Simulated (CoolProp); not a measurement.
Vapour-liquid equilibrium of R152A (1) + n-pentane (2) at 0.396 MPa; x and y are mole fractions of (1).

Values from CoolProp's multi-fluid Helmholtz-energy mixture model, Outcalt 1996 and Thol 2019; pair parameters Bell 2016.

| x | bubble temperature (°C) | y at the bubble point | dew temperature at overall composition x (°C) | liquid density (mol/L) |
|---|---|---|---|---|
| 0.05 | 61.8 | 0.425 | 80.8 | 8.195 |
| 0.15 | 38.0 | 0.735 | 76.3 | 8.855 |
| 0.25 | 27.6 | 0.825 | 71.4 | 9.355 |
| 0.35 | 22.6 | 0.862 | 66.1 | 9.810 |
| 0.45 | 19.9 | 0.881 | 60.3 | 10.27 |
| 0.55 | 18.2 | 0.894 | 53.7 | 10.77 |
| 0.65 | 16.9 | 0.906 | 45.9 | 11.33 |
| 0.75 | 15.5 | 0.920 | 36.5 | 11.97 |
| 0.85 | 14.1 | 0.941 | 24.3 | 12.72 |
| 0.95 | 12.6 | 0.975 | 13.6 | 13.60 |

No azeotrope shows between x = 0.05 and 0.95.

The pair parameters rest on a limited set of measurements; away from them the model extrapolates. With so large a gap from Raoult's law the liquid may split in two, which this calculation doesn't test in full.
